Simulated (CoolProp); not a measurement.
A single-stage vapour-compression cycle with R507A: evaporating at 225.15 K (dew point), condensing at 265.15 K (bubble point), superheat 8 K, subcooling 8 K, compressor efficiency 0.75, no pressure losses. Each further row changes one setting.

Model: reference Helmholtz-energy equation of state, Lemmon 2003, in CoolProp. It is a pseudo-pure fit of the blend.

```tsv
case	cooling COP	pressure ratio	discharge temperature (K)	refrigerating effect (kJ/kg)	volumetric capacity (kJ/m³)
as stated	3.74	5.05	294.0	163	825
evaporating temperature 230.15 K	___	3.98	___	___	___
condensing temperature 260.15 K	___	4.25	287.2	170	858
subcooling 13 K	___	5.05	294.0	170	858
superheat 18 K	3.74	5.05	304.7	171	824
compressor efficiency 0.65	___	5.05	___	163	825
```

Q: What belongs in the gaps?

A: 
- evaporating temperature 230.15 K, cooling COP: 4.47
- evaporating temperature 230.15 K, discharge temperature (K): 290.5
- evaporating temperature 230.15 K, refrigerating effect (kJ/kg): 166
- evaporating temperature 230.15 K, volumetric capacity (kJ/m³): 1050
- condensing temperature 260.15 K, cooling COP: 4.38
- subcooling 13 K, cooling COP: 3.89
- compressor efficiency 0.65, cooling COP: 3.24
- compressor efficiency 0.65, discharge temperature (K): 301.1
